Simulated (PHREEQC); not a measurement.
0.64 g of hydrous ferric oxide (600 m²/g; 0.2 weak and 0.005 strong sites per Fe, Dzombak-Morel constants, diffuse double layer) in 1 kg of water with 0.1 mol/kgw of an inert sodium salt, at 25 °C; the pH is set by adding NaOH or the inert anion's acid. Oxygen is held at 0.21 atm. No CO2 enters from the air. Nothing may precipitate in this run.

Model: ion-association model, wateq4f.dat, run in PHREEQC.

Problem. Predict surface charge σ (C/m²), surface potential ψ (mV) at pH = 4.67, 5.33, 7.33.

Solution. 
```
pH    surface charge σ (C/m²)  surface potential ψ (mV)
----  -----------------------  ------------------------
4.67                    0.253                       134
5.33                    0.177                       116
7.33                    0.029                        37
```
